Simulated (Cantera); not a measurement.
A closed system holds: 1 mol Al(CH3)3, 16 mol H2O, 4 mol N2, at 13300 Pa.

Method: chemical equilibrium by Gibbs-energy minimisation in Cantera with the NASA 1993 tables (ideal gas, pure condensed phases). Candidate condensed phases: Al, AlN, Al2O3, C, C6H6, C7H8, C8H18, H2O; 148 gas species. The feed counts by its element totals alone. Gases not in the tables: Al(OH)3. Kinetics and transport are ignored. All values below are at 1250 °C.

Base state: H2O 0.387, H2 0.359, N2 0.145, CO 0.0778, CO2 0.0313, H 3.79e-5 (mole fractions); condensed: Al2O3(s).

What changes in the equilibrium state with this change: H2O from 16 to 2.1 mol?


| species | before | after |
|---|---|---|
| H2 | 0.359 | 0.589 |
| N2 | 0.145 | 0.357 |
| CO | 0.0778 | 0.0536 |
| H2O | 0.387 | 6.13e-6 |
| CO2 | 0.0313 | 2.08e-7 |
| HCN | 3.97e-9 | 0.000569 |
| CH4 | <1e-9 | 0.000106 |
| Al2O3(s), mol | 0.500 | 0.500 |
| C(graphite), mol | 0 | 2.39 |
